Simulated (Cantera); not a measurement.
Charge: 1 mol CHF3, 2 mol HCl, held at 100000 Pa.

Cantera equilibrium calculation (NASA polynomials, part measured and part estimated; ideal gas, pure solids and liquids). Candidate condensed phases: C, C6H6, C7H8, C8H18; 118 gas species. Condensed phases not in the tables: fluorocarbon polymer. Gases not in the tables: C2F6 and larger saturated fluorocarbons. Equilibrium is a limit: real reactors are often held back by kinetics, nucleation or transport.

### Question
What share of the C ends up in condensed phases as a function of T (K), at 698, 898, 1098, 1298, 1498, 1698, 1898, 2098, 2298, 2498, 2698, 2898, 3098?

### Answer
| T (K) | C condensed (%) | as |
|---|---|---|
| 698 | 50.0 | C(graphite) |
| 898 | 50.8 | C(graphite) |
| 1098 | 55.5 | C(graphite) |
| 1298 | 63.1 | C(graphite) |
| 1498 | 70.6 | C(graphite) |
| 1698 | 77.1 | C(graphite) |
| 1898 | 82.8 | C(graphite) |
| 2098 | 87.4 | C(graphite) |
| 2298 | 90.1 | C(graphite) |
| 2498 | 91.4 | C(graphite) |
| 2698 | 92.9 | C(graphite) |
| 2898 | 93.9 | C(graphite) |
| 3098 | 92.4 | C(graphite) |
